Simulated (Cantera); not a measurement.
Input: 1 mol Si₃N₄, 0.89 mol H₂, at 2250 K and 7.35 Torr.

Equilibrium computed with Cantera from the NASA thermochemical tables; the gas is ideal and each condensed phase is pure. Candidate condensed phases: Si, Si₃N₄; 18 gas species. The tables' values for SiN are old estimates; treat these amounts as uncertain. Gases not in the tables: Si₂H₆ and higher silanes. The numbers say what is thermodynamically allowed, not how fast it happens.

Base state: N₂ 0.634, H₂ 0.263, Si 0.0604, H 0.0384, SiH 0.00123, Si₂ 0.00106, Si₂N 0.000776, SiN 0.000731 (mole fractions); condensed: Si(l).

Problem. What changes in the equilibrium state with this change: temperature from 2250 K to 2423 K?

Solution. 
| species | before | after |
|---|---|---|
| N₂ | 0.634 | 0.472 |
| Si | 0.0604 | 0.267 |
| H₂ | 0.263 | 0.172 |
| H | 0.0384 | 0.0743 |
| Si₂ | 0.00106 | 0.00634 |
| Si₃ | 0.000204 | 0.00113 |
| SiN | 0.000731 | 0.00206 |
| SiH | 0.00123 | 0.00327 |
| Si₂N | 0.000776 | 0.00193 |
| Si(l), mol | 2.79 | 1.76 |
